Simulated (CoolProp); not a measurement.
Vapour-liquid equilibrium of ethanol (1) + n-octane (2) at 456.3 K; x and y are mole fractions of (1).

Values from CoolProp's multi-fluid Helmholtz-energy mixture model, Schroeder 2014 and Beckmüller 2019; pair parameters Bell 2016.

| x | bubble pressure (MPa) | y at the bubble point | dew pressure at overall composition x (MPa) | liquid density (mol/L) |
|---|---|---|---|---|
| 0.05 | 0.6445 | ___ | 0.4197 | 4.954 |
| 0.15 | 1.001 | 0.587 | ___ | 5.238 |
| 0.25 | 1.233 | 0.668 | 0.5408 | 5.567 |
| 0.35 | ___ | 0.715 | 0.6284 | 5.958 |
| 0.45 | 1.525 | 0.750 | 0.7475 | 6.435 |
| 0.55 | 1.641 | 0.784 | 0.9181 | 7.032 |
| 0.65 | 1.752 | 0.820 | ___ | 7.793 |
| 0.75 | 1.861 | 0.861 | 1.524 | 8.778 |
| 0.85 | ___ | 0.909 | 1.834 | 10.07 |
| 0.95 | 2.070 | 0.967 | 2.042 | 11.78 |

Problem. Fill in the missing entries.

Solution. 
- 0.05, y at the bubble point: 0.366
- 0.15, dew pressure at overall composition x (MPa): 0.4734
- 0.35, bubble pressure (MPa): 1.395
- 0.65, dew pressure at overall composition x (MPa): 1.174
- 0.85, bubble pressure (MPa): 1.968

No azeotrope shows between x = 0.05 and 0.95.

The pair parameters rest on a limited set of measurements; away from them the model extrapolates. With so large a gap from Raoult's law the liquid may split in two, which this calculation doesn't test in full.
